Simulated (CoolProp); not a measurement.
The numbers come from the reference Helmholtz-energy equation of state, Setzmann 1991 in CoolProp.

Q: For methane, give the phase and the Z, cp (kJ/(kg K)), speed of sound (m/s), Joule-Thomson coefficient (K/MPa) at -103.25 °C and 6.47 MPa.

A: 
- -103.25 °C and 6.47 MPa: liquid; Z 0.223, cp 4.27, speed of sound 802, Joule-Thomson coefficient 0.137
